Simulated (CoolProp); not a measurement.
A closed Brayton cycle with carbon dioxide: compressor inlet 320.15 K and 9.2 MPa, high pressure 21.4 MPa, turbine inlet 960 K, compressor efficiency 0.8, turbine efficiency 0.9, recuperator effectiveness 0.8 (on enthalpy, no pinch check). Each further row changes one setting.

Computed with CoolProp (reference Helmholtz-energy equation of state, Span 1996).

```json
[
 {"case": "as stated", "thermal efficiency (%)": "29.2", "net work (kJ/kg)": "96.6", "compressor to turbine work": "0.27", "compressor exit (K)": "378.2", "turbine exit (K)": "848.0"},
 {"case": "turbine inlet 910 K", "thermal efficiency (%)": "28.5", "net work (kJ/kg)": "89.2", "compressor to turbine work": "0.29", "compressor exit (K)": "378.2", "turbine exit (K)": "801.9"},
 {"case": "compressor inlet 330.15 K", "thermal efficiency (%)": "28.5", "net work (kJ/kg)": "88.0", "compressor to turbine work": "0.34", "compressor exit (K)": "400.1", "turbine exit (K)": "848.0"},
 {"case": "high pressure 18.2 MPa", "thermal efficiency (%)": "26.3", "net work (kJ/kg)": "80.6", "compressor to turbine work": "0.26", "compressor exit (K)": "366.8", "turbine exit (K)": "868.9"},
 {"case": "recuperator effectiveness 0.5", "thermal efficiency (%)": "19.4", "net work (kJ/kg)": "96.6", "compressor to turbine work": "0.27", "compressor exit (K)": "378.2", "turbine exit (K)": "848.0"}
]
```
